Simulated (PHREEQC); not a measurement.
Make-up at 10 °C: 4.7 mmol/kgw CaCl2 and 0.077 mmol/kgw Na2SO4. Closed to the air; pH follows from the charge balance.

Computed with PHREEQC (ion-association model, wateq4f.dat).

| quantity | before | after |
|---|---|---|
| pH | 7.23 | 7.27 |
| SO4-2 (mol/kgw) | 5.82e-5 | 7.70e-5 |

Problem. Name the change that produced these shifts.
(A) Na2SO4 replaced by Li2SO4 at the same molality
(B) CaCl2 left out
(C) Na2SO4 from 7.7e-05 to 7.7e-06 mol/kgw
(D) diluted 5-fold with water
(E) 0.00018 mol/kgw LiOH added

Solution. B, CaCl2 left out

No solid was allowed to form. Away from 25 °C the constants follow the database's enthalpies or fits; those with neither stay at their 25 °C values.
